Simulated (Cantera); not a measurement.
Input: 1 mol Si, 0.16 mol N₂O, a varied amount of H₂, at 0.000240 bar.

Cantera equilibrium calculation (NASA polynomials, part measured and part estimated; ideal gas, pure solids and liquids). Candidate condensed phases: H₂O, Si, SiO₂, Si₂N₂O, Si₃N₄; 35 gas species. Mutual solubility and eutectic melting of coexisting phases are not modelled. Kinetics and transport are ignored.

Stable condensed phases, one row left out:

```
T in °C \ n(H₂) in mol
         1.5 2.7   5 9.2  17  31  56
   1575    A   A   A   A   A   B   B
   1525    A   A   A   A   A   A   A
   1475    A   A   A   A   A   A   A
   1425    A   A   A   A   A   A   A
   1375    A   A   A   A   A   A   A
   1325    A   A   A   A   A   A   A
   1275    C   A   A   A   A   A   A
   1225    C   C   C   A   A   A   A
   1125    C   C   C   C   C   C   C
```

A: Si; B: gas only; C: Si + Si₂N₂O.

Problem. Give the row for 1175 °C.

Solution. 1.5: Si + Si₂N₂O; 2.7: Si + Si₂N₂O; 5: Si + Si₂N₂O; 9.2: Si + Si₂N₂O; 17: Si + Si₂N₂O; 31: Si; 56: Si.
